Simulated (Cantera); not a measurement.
A perfectly stirred reactor is fed with H2 : O2 : N2 = 1 : 1.09 : 4.09 (molar parts), equivalence ratio 0.46, at 100000 Pa; it is adiabatic with a 800 K inlet, and is followed from long to short residence time, starting on the burning branch (τ in s: 0.031, 0.016, 0.0086, 0.0045, 0.0024, 0.0012, 0.00065, 0.00034, 0.00018, 9.4e-05, 4.9e-05, 2.6e-05, 1.4e-05).

Detailed kinetics in Cantera: GRI-Mech 3.0 (53 species, 325 reactions).

Task: What does this change do: inlet temperature 800 to 625 K?

Result: 
```csv
quantity,before,after
"blow-out, bracketed by the residence times tried","burning at 14.0 µs, the shortest tried","burning at 26.0 µs, out at 14.0 µs"
x(H2) at τ = 31.0 ms,0.000413,0.000344
x(O2) at τ = 31.0 ms,0.103,0.103
x(NO2) at τ = 31.0 ms,9.51e-8,3.27e-8
x(H2O) at τ = 31.0 ms,0.174,0.174
x(OH) at τ = 31.0 ms,0.00333,0.00241
x(H2) at τ = 0.650 ms,0.00433,0.00394
x(O2) at τ = 0.650 ms,0.101,0.102
x(NO2) at τ = 0.650 ms,1.20e-8,7.97e-9
x(H2O) at τ = 0.650 ms,0.164,0.166
x(OH) at τ = 0.650 ms,0.00918,0.00697
```
